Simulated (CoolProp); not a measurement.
Vapour pressure (bar) of R236FA: the reference equation beside estimates from Tc = 398.1 K, pc = 31.91 bar, ω = 0.377. Clausius-Clapeyron is anchored at 305.4 K with a constant enthalpy of vaporisation of 21.45 kJ/mol.

Values from CoolProp's reference Helmholtz-energy equation of state, Pan 2012.

```
T (K)  reference  Lee-Kesler  Clausius-Clapeyron  van der Waals  Redlich-Kwong  Soave-Redlich-Kwong  Peng-Robinson
-----  ---------  ----------  ------------------  -------------  -------------  -------------------  -------------
294        2.362       2.367               2.480          8.363          4.318                2.367          2.351
297.8      2.688       2.696               2.774          8.903          4.773                2.697          2.676
301.6      3.047       3.059               3.094          9.466          5.260                3.062          3.035
305.4      3.442       3.457               3.442          10.05          5.782                3.463          3.429
309.2      3.875       3.893               3.818          10.66          6.338                3.904          3.862
313.1      4.361       4.383               4.237          11.30          6.947                4.399          4.349
316.9      4.878       4.904               4.677          11.96          7.578                4.926          4.867
320.7      5.440       5.469               5.150          12.64          8.248                5.500          5.432
324.5      6.050       6.083               5.659          13.34          8.957                6.124          6.045
328.3      6.710       6.746               6.204          14.06          9.706                6.799          6.709
332.1      7.423       7.461               6.788          14.81          10.50                7.529          7.428
336        8.214       8.254               7.429          15.60          11.35                8.337          8.225
339.8      9.043       9.085               8.095          16.40          12.23                9.186          9.063
343.6      9.935       9.977               8.804          17.23          13.16                10.10          9.964
347.4      10.89       10.93               9.558          18.08          14.13                11.08          10.93
```

Absolute difference from the reference over all 15 rows, mean and median: Lee-Kesler 0.4 and 0.5 %, Clausius-Clapeyron 6.0 and 5.3 %, van der Waals 142.7 and 132.4 %, Redlich-Kwong 53.4 and 51.6 %, Soave-Redlich-Kwong 1.1 and 1.1 %, Peng-Robinson 0.3 and 0.3 %.
